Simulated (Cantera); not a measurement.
Feed: 1 mol Cu, 1.8 mol F2, held at 0.160 bar.

Method: chemical equilibrium by Gibbs-energy minimisation in Cantera with the NASA 1993 tables (ideal gas, pure condensed phases). Candidate condensed phases: Cu, CuF2; 6 gas species. Rates play no part.

x: gas mole fraction; n: condensed amount in mol.

| T (K) | x F2 | x F | x CuF2 | x CuF | n CuF2(s) | n CuF2(l) |
|---|---|---|---|---|---|---|
| 825 | 0.970 | 0.0297 | 1.10e-7 | <1e-12 | 1.00 | 0 |
| 900 | 0.922 | 0.0784 | 2.50e-6 | <1e-12 | 1.000 | 0 |
| 975 | (withheld) | (withheld) | (withheld) | <1e-12 | 1.000 | 0 |
| 1050 | (withheld) | (withheld) | (withheld) | <1e-12 | 1.000 | 0 |
| 1125 | 0.484 | 0.514 | 0.00197 | 1.61e-11 | 0 | 0.998 |
| 1200 | 0.295 | 0.698 | 0.00707 | 4.06e-10 | 0 | 0.991 |
| 1275 | 0.154 | 0.824 | 0.0215 | 7.60e-9 | 0 | 0.970 |

Q: What belongs in the gaps?

A: 
- 1050, x F2: 0.676
- 1050, x F: 0.324
- 1050, x CuF2: 0.000318
- 975, x F2: 0.827
- 975, x F: 0.173
- 975, x CuF2: 3.44e-5
